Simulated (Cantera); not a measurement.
A perfectly stirred reactor is fed with C₃H₈ : H₂ = 1 : 3.5 (molar parts), at 0.600 bar; it is held at 1825 K, and followed from long to short residence time.

Detailed kinetics in Cantera: GRI-Mech 3.0 (53 species, 325 reactions). GRI-Mech 3.0 was tuned for natural gas; its chemistry of propane as a main component is partial and can be far from experiment. GRI-Mech 3.0 stops at C3 and has no aromatics, soot or wall deposition, so with more carbon than oxygen in the feed, carbon stays in small species such as C2H2 where larger ones or solid carbon would form.

Q: What does this change do: 0.34 parts H2O added?

A: 
| quantity | before | after |
|---|---|---|
| x(C₃H₈) at τ = 2.10 s | 4.47e-7 | 4.09e-7 |
| x(H₂) at τ = 2.10 s | 0.791 | 0.785 |
| x(C₂H₆) at τ = 2.10 s | 1.54e-6 | 1.41e-6 |
| x(C₂H₄) at τ = 2.10 s | 0.00182 | 0.00148 |
| x(H) at τ = 2.10 s | 0.000513 | 0.000512 |
| x(C₃H₈) at τ = 55.0 ms | 1.67e-5 | 1.54e-5 |
| x(H₂) at τ = 55.0 ms | 0.770 | 0.745 |
| x(C₂H₆) at τ = 55.0 ms | 1.82e-5 | 1.75e-5 |
| x(C₂H₄) at τ = 55.0 ms | 0.00214 | 0.00190 |
| x(H) at τ = 55.0 ms | 0.000566 | 0.000557 |

Q: What does this change do: H2 3.5 to 14 parts?

A: 
```
quantity                  before     after
----------------------  --------  --------
x(C₃H₈) at τ = 2.10 s    4.47e-7   1.77e-7
x(H₂) at τ = 2.10 s        0.791     0.911
x(C₂H₆) at τ = 2.10 s    1.54e-6   7.47e-7
x(C₂H₄) at τ = 2.10 s    0.00182  0.000849
x(H) at τ = 2.10 s      0.000513  0.000549
x(C₃H₈) at τ = 55.0 ms   1.67e-5   6.60e-6
x(H₂) at τ = 55.0 ms       0.770     0.900
x(C₂H₆) at τ = 55.0 ms   1.82e-5   6.65e-6
x(C₂H₄) at τ = 55.0 ms   0.00214  0.000933
x(H) at τ = 55.0 ms     0.000566  0.000593
```
